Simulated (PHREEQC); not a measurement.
# Brine: speciation

A solution holds 1.7 mol/kgw CaCl2, 0.0035 mol/kgw Na2B4O7 and 0.081 mol/kgw MgCl2, at 85 °C. Closed to the air; pH follows from the charge balance.

The numbers come from PHREEQC with the Pitzer model, pitzer.dat.

This is a speciation only: nothing precipitates in the calculation.

**Question.** Estimate the pH.

**Answer.** pH 7.30.

**Question.** In which forms is B present?

**Answer.** B(OH)3 52 %, CaB(OH)4+ 33 %, B(OH)4- 14 %, MgB(OH)4+ 0.8 % of the B.

Species that the database lacks are ignored. In brines, pH and single-ion activities rest on the MacInnes convention. At this temperature some constants are extrapolated from 25 °C, and those without enthalpy data are left unchanged.
